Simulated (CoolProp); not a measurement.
A Linde-Hampson liquefier for oxygen: isothermal reversible compression at 280 K from 1 atm to 5 MPa, throttling to 1 atm, return gas leaving the recuperator 10 K below the feed. Each further row changes one setting.

Computed with CoolProp (reference Helmholtz-energy equation of state, Schmidt 1985).

```json
[
 {"case": "as stated", "liquid yield per pass": "0.012", "compression work (kJ/kg of gas)": "281"},
 {"case": "high pressure 10 MPa", "liquid yield per pass": "0.047", "compression work (kJ/kg of gas)": "328"},
 {"case": "warm-end temperature 310 K", "liquid yield per pass": "0.005", "compression work (kJ/kg of gas)": "312"},
 {"case": "warm-end gap 15 K", "liquid yield per pass": "no liquid", "compression work (kJ/kg of gas)": "281"}
]
```

Above 300 K oxygen's equation is extrapolated.
